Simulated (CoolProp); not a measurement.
The fluid at 342.73 K and 0.32 MPa flows at 0.058 m/s in a round tube of 25 mm bore and 0.25 µm roughness, fully developed (64/Re and Nu = 3.66 if laminar; Colebrook and Gnielinski if turbulent). The same conditions are run with several fluids, on thermodynamics alone (safety and materials aside).

Computed with CoolProp (reference Helmholtz-energy equation of state of each fluid (CF4 (R14): Platzer 1990; R236FA: Pan 2012; isobutane: Bücker 2006; R410A: Lemmon 2003; R13: Platzer 1990)). The equations of Platzer and Polt are older, rougher fits. Blends and air are pseudo-pure fits.

```csv
fluid,Reynolds number,Darcy friction factor,pressure drop (Pa/m),heat-transfer coefficient (W/(m² K)),mass flow (kg/h)
CF4 (R14),740,0.0865,0.0579,2.88,1.02
R236FA,2100,0.0305,0.0374,2.40,1.87
isobutane,1170,0.0549,0.0255,3.20,0.708
R410A,812,0.0788,0.0443,2.46,0.857
R13,1060,0.0604,0.0485,2.25,1.22
```

Transport values come from each fluid's own correlations; those of CF4 (R14), R236FA, R13 are estimates that may be off by 10 % or more.
